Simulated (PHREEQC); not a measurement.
Solution (20 °C): 61 mmol/kgw Fe2(SO4)3. Closed to the air; pH follows from the charge balance.

Equilibrium calculation in PHREEQC: ion-association model, wateq4f.dat.

This is a speciation only: nothing precipitates in the calculation.

What pH, ionic strength does the model give?

pH 2.54; ionic strength 0.198 mol/kgw.

In which forms is S present?

FeSO4+ 46 %, Fe(SO4)2- 26 %, SO4-2 25 %, HSO4- 2.5 %, FeHSO4+2 0.8 % of the S.

Saturation is exceeded, for instance for Hematite (slow to form), Goethite (slow to form); the values hold only as long as no solid forms. Complexes and solids missing from the database can't appear.
